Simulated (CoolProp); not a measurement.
Computed with CoolProp (reference Helmholtz-energy equation of state, Guder 2009).

**Question.** Give the vapour pressure (MPa), liquid cp (kJ/(kg K)), vapour Z of saturated sulfur hexafluoride at -6.05 °C.

**Answer.** 
| T (°C) | p (MPa) | liquid cp (kJ/(kg K)) | vapour Z |
|---|---|---|---|
| -6.05 | 1.06 | 1.00 | 0.795 |
